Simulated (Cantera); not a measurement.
Charge: 1 mol SiH4, 0.15 mol H2O, 0.089 mol O2, equilibrated at 1398.15 K and 13.0 Pa.

Equilibrium computed with Cantera from the NASA thermochemical tables; the gas is ideal and each condensed phase is pure. Candidate condensed phases: H2O, Si, SiO2; 18 gas species. Kinetics and transport are ignored.

Base state: H2 0.867, SiO 0.132, H 0.000387 (mole fractions); condensed: Si(s).

What changes in the equilibrium state with this change: H2O from 0.15 to 5.3 mol?


| species | before | after |
|---|---|---|
| H2 | 0.867 | 0.523 |
| H2O | 2.17e-7 | 0.476 |
| H | 0.000387 | 0.000301 |
| SiO | 0.132 | 6.10e-7 |
| Si(s), mol | 0.672 | 0 |
| SiO2(β-quartz), mol | 0 | 1.000 |
The tables hold silica as quartz up to 1696 K and as liquid above; real silica turns to tridymite and cristobalite and melts near 1996 K.

What changes in the equilibrium state with this change: SiH4 replaced by TEOS?


```tsv
species	before	after
H2	0.867	0.701
CO	0	0.299
SiO	0.132	0.000370
H	0.000387	0.000348
Si(s), mol	0.672	0
C(graphite), mol	0	2.68
SiC(s), mol	0	0.995
```
The feed counts by its element totals alone. Further candidate phases: C, C6H6, C7H8, C8H18, SiC.

What changes in the equilibrium state with this change: pressure from 13.0 Pa to 13.3 mbar?


```
species                before    after
-------------------  --------  -------
H2                      0.867    0.995
SiO                     0.132  0.00529
H                    0.000387  4.10e-5
Si(s), mol              0.672    0.830
SiO2(β-quartz), mol         0    0.158
```
Mutual solubility and eutectic melting of coexisting phases are not modelled. The tables hold silica as quartz up to 1696 K and as liquid above; real silica turns to tridymite and cristobalite and melts near 1996 K.
